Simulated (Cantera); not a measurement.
A diamond (100) surface in a fixed gas of H2 with x(CH4) = 0.012, x(H) = 0.017, x(CH3) = 0.00053, at 1350 K; coverages are run to steady state.

Detailed kinetics in Cantera: the Harris–Goodwin 1993 mechanism for the reconstructed diamond (100) surface.

θ: site fractions in the mechanism's names (c6HH fully hydrogenated, c6H* and c6*H radical sites, c6** diradical, c6HM methylated).

| P (Pa) | growth (µm/h) | θ c6HH | θ c6H* | θ c6*H | θ c6** | θ c6HM |
|---|---|---|---|---|---|---|
| 540 | ? | 0.352 | 0.0546 | 0.538 | 0.0549 | 5.20e-5 |
| 990 | ? | 0.352 | 0.0546 | 0.538 | 0.0549 | 9.80e-5 |
| 1800 | ? | 0.352 | 0.0546 | 0.538 | 0.0549 | 0.000179 |
| 3400 | ? | 0.352 | 0.0546 | 0.537 | 0.0548 | 0.000332 |
| 6200 | ? | 0.352 | 0.0547 | 0.537 | 0.0548 | 0.000579 |
| 11000 | ? | 0.351 | 0.0548 | 0.536 | 0.0548 | 0.000947 |
| 21000 | ? | 0.351 | 0.0551 | 0.535 | 0.0549 | 0.00155 |
| 39000 | ? | 0.351 | 0.0556 | 0.534 | 0.0550 | 0.00228 |

### Question
Complete the blanks.

### Answer

- 540, growth (µm/h): 0.486
- 990, growth (µm/h): 1.04
- 1800, growth (µm/h): 2.19
- 3400, growth (µm/h): 4.99
- 6200, growth (µm/h): 11.4
- 11000, growth (µm/h): 26.0
- 21000, growth (µm/h): 67.7
- 39000, growth (µm/h): 167
